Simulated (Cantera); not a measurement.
A closed system holds: 1 mol TEOS, 0.72 mol O3, held at 500 K and 10.0 mbar.

Cantera equilibrium calculation (NASA polynomials, part measured and part estimated; ideal gas, pure solids and liquids). Candidate condensed phases: C, C6H6, C7H8, C8H18, H2O, Si, SiC, SiO2; 123 gas species. The feed counts by its element totals alone. The numbers say what is thermodynamically allowed, not how fast it happens.

Base state: H2O 0.462, CH4 0.371, H2 0.122, CO2 0.0446, CO 8.57e-5 (mole fractions); condensed: C(graphite) + SiO2(α-quartz).

Problem. What changes in the equilibrium state with this change: temperature from 500 K to 1000 K?

Solution. 
```tsv
species	before	after
H2	0.122	0.706
CO	8.57e-5	0.293
H2O	0.462	0.000816
CH4	0.371	0.000476
CO2	0.0446	0.000485
C(graphite), mol	4.87	3.85
SiO2(α-quartz), mol	1.00	0
SiO2(β-quartz), mol	0	1.00
```
